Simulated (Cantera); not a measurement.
A Cantera script and what it prints.

```python
import numpy as np
import cantera as ct

gas_names = """
    H HO2 H2 H2O H2O2 H2S H2SO4 O OH O2 O3 S SH SO SO2 SO3 S2 S2O S8
""".split()
cond_names = """
    H2O(s) H2O(L) H2SO4(L) S(cr1) S(cr2) S(L)
""".split()


# ... load() reads the species with a 1 bar reference pressure and builds the phases ...
atoms = {
    'SO2': {'S': 1, 'O': 2},
    'H2': {'H': 2},
}
top_T = {}  # K; cautious upper limits of use, not melting points


# ... equilibrate(T, P, feed) seeds the gas with the atoms and calls Mixture.equilibrate('TP', solver="vcs", rtol=1e-11, max_steps=5000) ...
results = []
T = 2148  # K
P = 6300  # Pa
for m in [0.32, 0.39, 0.49, 0.6, 0.74, 0.91, 1.1, 1.4, 1.7, 2.1]:
    feed = {'SO2': 1, 'H2': m}  # mol
    mix = equilibrate(T, P, feed)
    results.append((T, P, feed, dict(zip(mix.species_names, mix.species_moles))))

top = {s: max(r[3][s] / sum(r[3][g] for g in gas_names) for r in results) for s in gas_names}
cols = sorted((s for s in top if top[s] > 1e-06), key=lambda s: -top[s])[:6]
seen = [c for c in cond_names if any(r[3].get(c, 0) > 1e-12 for r in results)]
print("log10 of partial pressures in bar; condensed amounts in mol")
print(f"{'n(H2)':>10s}" + "".join(f"{s[:9]:>10s}" for s in cols + seen))
for T, P, feed, n in results:
    ng = sum(n[g] for g in gas_names)
    print(f"{feed['H2']:10.4g}" + "".join(f"{np.log10(max(n[s] / ng * P / 1e5, 1e-99)):10.3f}" for s in cols)
          + "".join(f"{n.get(c, 0):10.4g}" for c in seen))
```

It prints:

```
log10 of partial pressures in bar; condensed amounts in mol
     n(H2)       SO2       H2O        H2        SO        S2        SH
      0.32    -1.404    -1.910    -2.525    -2.218    -2.888    -3.720
      0.39    -1.440    -1.853    -2.425    -2.210    -2.786    -3.618
      0.49    -1.488    -1.792    -2.314    -2.208    -2.681    -3.511
       0.6    -1.540    -1.744    -2.219    -2.214    -2.601    -3.423
      0.74    -1.603    -1.699    -2.125    -2.227    -2.528    -3.340
      0.91    -1.676    -1.661    -2.035    -2.249    -2.469    -3.265
       1.1    -1.755    -1.633    -1.957    -2.277    -2.424    -3.203
       1.4    -1.873    -1.608    -1.861    -2.326    -2.381    -3.134
       1.7    -1.987    -1.596    -1.788    -2.377    -2.360    -3.087
       2.1    -2.131    -1.595    -1.712    -2.447    -2.350    -3.044
```

These are equilibrium values from Cantera (NASA tables, ideal gas, pure condensed phases), not measurements of a reactor.
